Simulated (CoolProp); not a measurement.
n-nonane at 287.83 K and 0.79 MPa flows at 1 m/s in a round tube of 12.7 mm bore and 45 µm roughness, fully developed (64/Re and Nu = 3.66 if laminar; Colebrook and Gnielinski if turbulent). Each further row changes one setting.

The numbers come from the reference Helmholtz-energy equation of state, Lemmon 2006 in CoolProp. It is a short technical equation, of lower accuracy than the large ones.

```json
[
 {"case": "as stated", "Reynolds number": "12100", "Darcy friction factor": "0.0347", "pressure drop (Pa/m)": "987", "heat-transfer coefficient (W/(m² K))": "1330", "mass flow (kg/h)": "330"},
 {"case": "velocity 2 m/s", "Reynolds number": "24200", "Darcy friction factor": "0.0316", "pressure drop (Pa/m)": "3600", "heat-transfer coefficient (W/(m² K))": "2620", "mass flow (kg/h)": "659"},
 {"case": "diameter 25.4 mm", "Reynolds number": "24200", "Darcy friction factor": "0.0285", "pressure drop (Pa/m)": "405", "heat-transfer coefficient (W/(m² K))": "1230", "mass flow (kg/h)": "1320"}
]
```

Viscosity comes from a separate model (Huber 2004). Thermal conductivity comes from a separate model (Huber 2005).
